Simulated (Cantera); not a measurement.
**CuO + CO + CH₄ (carbothermic reduction)**

Feed: 1 mol CuO, 16 mol CO, a varied amount of CH₄, at 1975 K and 0.000150 bar.

Method: chemical equilibrium by Gibbs-energy minimisation in Cantera with the NASA 1993 tables (ideal gas, pure condensed phases). Candidate condensed phases: C, C₆H₆, C₇H₈, C₈H₁₈, Cu, CuO, Cu(OH)₂, Cu₂O, H₂O; 113 gas species. Kinetics and transport are ignored.

| n(CH₄) (mol) | x CO | x H₂ | x Cu | x H | x CO₂ | x H₂O | n C(graphite) |
|---|---|---|---|---|---|---|---|
| 0.43 | 0.863 | 0.0321 | 0.0541 | 0.0200 | 0.0261 | 0.00435 | 0 |
| 0.49 | 0.860 | 0.0372 | 0.0535 | 0.0215 | 0.0226 | 0.00438 | 0 |
| 0.56 | 0.857 | 0.0433 | 0.0529 | 0.0232 | 0.0187 | 0.00424 | 0 |
| 0.64 | 0.854 | 0.0503 | 0.0522 | 0.0251 | 0.0147 | 0.00388 | 0 |
| 0.74 | 0.849 | 0.0592 | 0.0513 | 0.0272 | 0.0100 | 0.00314 | 0 |
| 0.85 | 0.844 | 0.0690 | 0.0504 | 0.0293 | 0.00545 | 0.00200 | 0 |
| 0.97 | 0.838 | 0.0797 | 0.0494 | 0.0315 | 0.00102 | 0.000438 | 0 |
| 1.1 | 0.827 | 0.0902 | 0.0487 | 0.0336 | 2.96e-9 | 1.45e-9 | 0.0976 |
| 1.3 | 0.810 | 0.106 | 0.0477 | 0.0363 | 2.84e-9 | 1.67e-9 | 0.297 |
| 1.5 | 0.794 | 0.121 | 0.0467 | 0.0388 | 2.73e-9 | 1.86e-9 | 0.497 |
| 1.7 | 0.778 | 0.135 | 0.0458 | 0.0411 | 2.62e-9 | 2.04e-9 | 0.696 |
| 1.9 | 0.763 | 0.149 | 0.0449 | 0.0431 | 2.52e-9 | 2.21e-9 | 0.896 |
| 2.2 | 0.742 | 0.169 | 0.0436 | 0.0459 | 2.38e-9 | 2.43e-9 | 1.19 |
x: gas mole fraction; n: condensed amount in mol.

From 0.43 mol CH₄ to 0.97 mol CH₄ nothing is condensed. From 1.1 mol CH₄ to 2.2 mol CH₄ the condensed part is C(graphite). The main Cu-bearing gas is Cu throughout.
